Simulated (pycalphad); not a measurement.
Phase fractions of Al-2.49Mn-3.22Si (at.%)

CALPHAD calculation (pycalphad, COST 507 light-alloy database (1999)), 1 atm. These are 1990s assessments: newer ones move some temperatures and phases. Amounts are mole fractions of atoms.

```tsv
T (°C)	liquid	ALMNSI_BETA	ALMNSI_ALPHA	fcc	diamond (Si)
777	1.000	-	-	-	-
697	0.935	-	0.065	-	-
617	0.159	-	0.136	0.705	-
537	-	-	0.142	0.853	0.005
457	-	-	0.143	0.847	0.010
377	-	-	0.143	0.844	0.013
297	-	-	0.143	0.843	0.014
```

Database names, with the compositions (at.%) that they take in these runs: ALMNSI_BETA: Al 68 Mn 23 Si 9; ALMNSI_ALPHA: Al 70-72 Mn 17 Si 10-13.
